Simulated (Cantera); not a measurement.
A closed system holds: 1 mol SiCl4, 2.7 mol H2, equilibrated at 525 K and 0.133 bar.

Equilibrium computed with Cantera from the NASA thermochemical tables; the gas is ideal and each condensed phase is pure. Candidate condensed phases: Si; 19 gas species. Kinetics and transport are ignored.

Base state: H2 0.729, SiCl4 0.269, HCl 0.000842, SiHCl3 0.000842 (mole fractions); condensed: gas only.

### Question
What changes in the equilibrium state with this change: temperature from 525 K to 825 K?

### Answer
```tsv
species	before	after
H2	0.729	0.715
SiCl4	0.269	0.255
HCl	0.000842	0.0151
SiHCl3	0.000842	0.0149
SiCl3	<1e-9	5.46e-5
SiH2Cl2	1.01e-7	7.36e-5
```
The tables' values for SiCl3 are old estimates; treat these amounts as uncertain.
